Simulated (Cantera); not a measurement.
Cantera run:

```python
import numpy as np
import cantera as ct

gas_names = """
    Cu CuF CuF2 CuO Cu2 F FO FO2 F2 F2O O O2 O3
""".split()
cond_names = """
    Cu(cr) Cu(L) CuF2(s) CuF2(L) CuO(s) Cu2O(s) Cu2O(L)
""".split()


# ... load() reads the species with a 1 bar reference pressure and builds the phases ...
atoms = {
    'CuO': {'Cu': 1, 'O': 1},
    'F2': {'F': 2},
}
top_T = {'CuO(s)': 1390}  # K; cautious upper limits of use, not melting points


# ... equilibrate(T, P, feed) seeds the gas with the atoms and calls Mixture.equilibrate('TP', solver="vcs", rtol=1e-11, max_steps=5000) ...
results = []
feed = {'CuO': 1, 'F2': 1.8}  # mol
T = 723  # K
P = 3.3  # Pa
mix = equilibrate(T, P, feed)
results.append((T, P, feed, dict(zip(mix.species_names, mix.species_moles))))
x = sorted(zip(gas.X, gas.species_names), reverse=True)
print(f"T = {T:g} K  P = {P:g} Pa  gas = {mix.phase_moles(0):.4g} mol")
print("   x: " + "  ".join(f"{s} {v:.3e}" for v, s in x if v > 0.0001))
print("   condensed (mol): " + ("  ".join(f"{mix.phase(i).name} {mix.phase_moles(i):.4g}"
      for i in range(1, mix.n_phases) if mix.phase_moles(i) > 1e-12) or "none"))
```

Output:

```
T = 723 K  P = 3.3 Pa  gas = 1.487 mol
   x: F2 4.124e-01  O2 3.363e-01  F 2.514e-01
   condensed (mol): CuF2(s) 1
```

Equilibrium computed with Cantera from the NASA thermochemical tables; the gas is ideal and each condensed phase is pure.
